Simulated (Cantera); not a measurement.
Premixed flame

A freely propagating, adiabatic, planar premixed flame of CH₃OH : O₂ : N₂ = 1 : 1.61 : 6.06 (molar parts), equivalence ratio 0.93, unburnt at 498 K and 500000 Pa; mixture-averaged transport, grid criteria slope 0.08 and curve 0.16, no radiation.

Computed with Cantera and GRI-Mech 3.0 (53 species, 325 reactions). GRI-Mech 3.0 was tuned for natural gas; its chemistry of methanol as a main component is partial and can be far from experiment. Burning velocities carry a grid error of a few per cent, more on coarse grids.

| z (mm) | T (K) | u (m/s) | x CH₃OH | x O₂ | x HO₂ | x CH₂O | x CH₃ | x NO |
|---|---|---|---|---|---|---|---|---|
| -0.269 | 498 | 0.568 | 0.115 | 0.185 | 1.36e-7 | 5.24e-7 | <1e-8 | <1e-8 |
| -0.179 | 502 | 0.573 | 0.115 | 0.185 | 1.65e-6 | 9.10e-6 | <1e-8 | <1e-8 |
| -0.135 | 512 | 0.587 | 0.114 | 0.183 | 6.35e-6 | 4.21e-5 | <1e-8 | <1e-8 |
| -0.0897 | 580 | 0.671 | 0.110 | 0.176 | 4.48e-5 | 0.000391 | <1e-8 | 2.57e-8 |
| -0.0448 | 928 | 1.10 | 0.0823 | 0.144 | 0.000381 | 0.00327 | 3.09e-8 | 3.86e-7 |
| -0.0224 | 1300 | 1.59 | 0.0452 | 0.109 | 0.00128 | 0.00722 | 2.13e-6 | 1.52e-6 |
| 0 | 1718 | 2.14 | 0.00460 | 0.0669 | 0.00119 | 0.00417 | 4.96e-5 | 4.22e-6 |
| 0.0224 | 1898 | 2.36 | 1.16e-5 | 0.0430 | 5.91e-5 | 4.13e-5 | 5.12e-6 | 7.18e-6 |
| 0.0448 | 1994 | 2.46 | 1.84e-8 | 0.0327 | 3.18e-5 | 1.77e-7 | 1.90e-7 | 1.02e-5 |
| 0.0897 | 2104 | 2.58 | <1e-8 | 0.0253 | 1.70e-5 | <1e-8 | <1e-8 | 1.55e-5 |
| 0.179 | 2202 | 2.69 | <1e-8 | 0.0203 | 8.30e-6 | <1e-8 | <1e-8 | 2.33e-5 |
| 0.359 | 2269 | 2.76 | <1e-8 | 0.0170 | 4.32e-6 | <1e-8 | <1e-8 | 3.44e-5 |
| 0.718 | 2303 | 2.79 | <1e-8 | 0.0152 | 2.94e-6 | <1e-8 | <1e-8 | 5.02e-5 |
x: mole fraction of selected species; z is measured from the peak of heat release.

```json
{
  "laminar_burning_velocity": "56.7 cm/s",
  "thermal_thickness": "0.0897 mm",
  "peak x(HO₂)": "0.00196",
  "peak x(CH₂O)": "0.00817",
  "peak x(CH₃)": "5.06e-5",
  "grid_points": "143"
}
```
